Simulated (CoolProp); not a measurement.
Vapour-liquid equilibrium of R22 (1) + R123 (2) at 261.8 K; x and y are mole fractions of (1).

Values from CoolProp's multi-fluid Helmholtz-energy mixture model, Kamei 1995 and Younglove 1994; pair parameters Bell 2016.

```
x     bubble pressure (kPa)  y at the bubble point  dew pressure at overall composition x (kPa)  liquid density (mol/L)
----  ---------------------  ---------------------  -------------------------------------------  ----------------------
0.05                  33.62                  0.461                                        19.86                   10.35
0.2                   81.52                  0.809                                        23.35                   10.95
0.35                  131.5                  0.901                                        28.33                   11.60
0.5                   180.4                  0.943                                        36.00                   12.31
0.65                  227.5                  0.967                                        49.38                   13.09
0.8                   273.7                  0.983                                        78.66                   13.95
0.95                  321.4                  0.996                                        192.7                   14.91
```

No azeotrope shows between x = 0.05 and 0.95.

Pair parameters are fitted to limited data, so mixtures are less certain than the pure fluids. The gap from Raoult's law changes sign with composition, which may be real or a fault of the pair parameters; it wasn't checked against measurements.
